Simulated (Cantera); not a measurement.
An isothermal, constant-pressure homogeneous reactor starts with NH3 : H2 = 1 : 2.8 (molar parts), at 1798 K and 750 Torr. Integrator tolerance rtol = 1e-08.

Detailed kinetics in Cantera: the gas-phase N/H chemistry of the illustrative SiF4/NH3 mechanism in the Surface Chemkin manual (1991). Walls and surfaces, which speed up NH3 decomposition in real reactors, are not modelled.

### Question
What does this change do: pressure from 750 Torr to 1200 Torr?

### Answer
| quantity | before | after |
|---|---|---|
| x(NH3) at 5.00 s | 0.0133 (gas-phase equilibrium 7.95e-6) | 0.0130 (gas-phase equilibrium 1.27e-5) |
| x(H2) at 5.00 s | 0.888 (gas-phase equilibrium 0.896) | 0.888 (gas-phase equilibrium 0.896) |
| x(NH2) at 5.00 s | 1.27e-5 (gas-phase equilibrium 7.96e-9) | 1.00e-5 (gas-phase equilibrium 1.01e-8) |
| x(NH) at 5.00 s | 2.17e-7 (gas-phase equilibrium 1.43e-10) | 1.39e-7 (gas-phase equilibrium 1.43e-10) |
| x(N2H2) at 5.00 s | 2.32e-9 (gas-phase equilibrium <1e-12) | 1.33e-9 (gas-phase equilibrium <1e-12) |
| x(N) at 5.00 s | 1.63e-8 (gas-phase equilibrium 1.13e-11) | 8.51e-9 (gas-phase equilibrium 8.97e-12) |
| x(N2) at 5.00 s | 0.0989 (gas-phase equilibrium 0.104) | 0.0990 (gas-phase equilibrium 0.104) |
